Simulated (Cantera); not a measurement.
# Adiabatic ignition

An adiabatic, constant-volume homogeneous reactor starts with 44.4 % H₂, 11.7 % O₂, 43.9 % N₂, equivalence ratio 1.9, at 1400 K and 1.00 bar.

Cantera simulation using the H2/O2 subset of GRI-Mech 3.0, which has no nitrogen chemistry; the numbers are that mechanism's predictions, not measurements.

| t (s) | T (K) | P (bar) | x H₂ | x O₂ | x HO₂ | x OH | x H₂O |
|---|---|---|---|---|---|---|---|
| 1.00e-6 | 1400 | 1.000 | 0.444 | 0.117 | 9.22e-8 | 5.99e-9 | 3.22e-8 |
| 2.63e-6 | 1400 | 1.000 | 0.444 | 0.117 | 2.55e-7 | 3.47e-8 | 4.21e-7 |
| 6.92e-6 | 1400 | 1.00 | 0.444 | 0.117 | 1.30e-6 | 8.79e-7 | 1.61e-5 |
| 1.82e-5 | 1492 | 1.06 | 0.365 | 0.0860 | 4.28e-5 | 0.00310 | 0.0554 |
| 4.79e-5 | 2647 | 1.76 | 0.207 | 0.00190 | 1.70e-6 | 0.0190 | 0.224 |
| 0.000126 | 2931 | 1.91 | 0.219 | 0.000840 | 1.09e-6 | 0.0153 | 0.237 |
| 0.000331 | 2939 | 1.92 | 0.219 | 0.000815 | 1.06e-6 | 0.0152 | 0.237 |
| 0.000872 | 2939 | 1.92 | 0.219 | 0.000815 | 1.06e-6 | 0.0152 | 0.237 |
| 0.00229 | 2939 | 1.92 | 0.219 | 0.000815 | 1.06e-6 | 0.0152 | 0.237 |
| 0.00603 | 2939 | 1.92 | 0.219 | 0.000815 | 1.06e-6 | 0.0152 | 0.237 |
| 0.0159 | 2939 | 1.92 | 0.219 | 0.000815 | 1.06e-6 | 0.0152 | 0.237 |
| 0.0418 | 2939 | 1.92 | 0.219 | 0.000815 | 1.06e-6 | 0.0152 | 0.237 |
| 0.110 | 2939 | 1.92 | 0.219 | 0.000815 | 1.06e-6 | 0.0152 | 0.237 |
| 0.289 | 2939 | 1.92 | 0.219 | 0.000815 | 1.06e-6 | 0.0152 | 0.237 |
| 0.760 | 2939 | 1.92 | 0.219 | 0.000815 | 1.06e-6 | 0.0152 | 0.237 |
| 2.00 | 2939 | 1.92 | 0.219 | 0.000815 | 1.06e-6 | 0.0152 | 0.237 |
x: mole fraction; the columns are a selection and need not sum to one.

```yaml
time_of_steepest_temperature_rise: 19.8 µs
temperature at 2.00 s: 2939 K
equilibrium_temperature: 2939 K
x(H₂) at 2.00 s: 0.219 (gas-phase equilibrium 0.219)
x(O₂) at 2.00 s: 0.000815 (gas-phase equilibrium 0.000815)
x(HO₂) at 2.00 s: 1.06e-6 (gas-phase equilibrium 1.06e-6)
```
